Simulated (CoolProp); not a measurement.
Properties of R123 along the isotherm 300.8 K.

Model: reference Helmholtz-energy equation of state, Younglove 1994, in CoolProp. It is a modified Benedict-Webb-Rubin equation, recast in Helmholtz form.

| p (MPa) | phase | speed of sound (m/s) | conductivity (mW/(m K)) |
|---|---|---|---|
| 0.116 | liquid | 693.4 | 75.7 |
| 0.238 | liquid | … | 75.7 |
| 0.488 | liquid | 695.6 | … |
| 1 | liquid | 698.6 | … |
| 2.06 | liquid | 704.6 | 76.5 |
| 4.23 | liquid | 716.6 | 77.4 |
| 8.68 | liquid | 740.0 | … |
| 17.8 | liquid | 783.6 | … |
| 36.6 | liquid | 860.8 | 88.8 |

**Question.** Some entries are withheld; supply them.

**Answer.** 
- 0.238, speed of sound (m/s): 694.1
- 0.488, conductivity (mW/(m K)): 75.8
- 1, conductivity (mW/(m K)): 76.1
- 8.68, conductivity (mW/(m K)): 79.1
- 17.8, conductivity (mW/(m K)): 82.4

Thermal conductivity comes from a separate model (Laesecke 1996).
